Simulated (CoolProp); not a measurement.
Aqueous potassium formate as a coolant, 6 % by mass, freezing at -2.8 °C, 1 atm.

Values from CoolProp's Melinder's fits for secondary coolants.

```json
[
 {"T (°C)": "-1.3", "density (kg/m³)": "1039", "Prandtl number": "14.4", "cp (kJ/(kg K))": "3.968", "viscosity (mPa s)": "…"},
 {"T (°C)": "2.6", "density (kg/m³)": "1039", "Prandtl number": "12.6", "cp (kJ/(kg K))": "3.963", "viscosity (mPa s)": "1.78"},
 {"T (°C)": "6.4", "density (kg/m³)": "1039", "Prandtl number": "11.1", "cp (kJ/(kg K))": "…", "viscosity (mPa s)": "1.59"},
 {"T (°C)": "10.3", "density (kg/m³)": "1038", "Prandtl number": "9.90", "cp (kJ/(kg K))": "3.958", "viscosity (mPa s)": "…"},
 {"T (°C)": "14.2", "density (kg/m³)": "…", "Prandtl number": "8.84", "cp (kJ/(kg K))": "3.957", "viscosity (mPa s)": "1.29"},
 {"T (°C)": "18", "density (kg/m³)": "1036", "Prandtl number": "7.98", "cp (kJ/(kg K))": "3.956", "viscosity (mPa s)": "1.17"},
 {"T (°C)": "21.9", "density (kg/m³)": "1035", "Prandtl number": "7.21", "cp (kJ/(kg K))": "3.956", "viscosity (mPa s)": "1.07"},
 {"T (°C)": "25.7", "density (kg/m³)": "1034", "Prandtl number": "6.56", "cp (kJ/(kg K))": "3.956", "viscosity (mPa s)": "…"},
 {"T (°C)": "29.6", "density (kg/m³)": "1033", "Prandtl number": "5.99", "cp (kJ/(kg K))": "3.957", "viscosity (mPa s)": "…"},
 {"T (°C)": "33.4", "density (kg/m³)": "…", "Prandtl number": "…", "cp (kJ/(kg K))": "3.957", "viscosity (mPa s)": "0.839"}
]
```

Question: Fill in the missing entries.

Answer: 
- -1.3, viscosity (mPa s): 2.01
- 6.4, cp (kJ/(kg K)): 3.960
- 10.3, viscosity (mPa s): 1.43
- 14.2, density (kg/m³): 1037
- 25.7, viscosity (mPa s): 0.985
- 29.6, viscosity (mPa s): 0.907
- 33.4, density (kg/m³): 1032
- 33.4, Prandtl number: 5.49
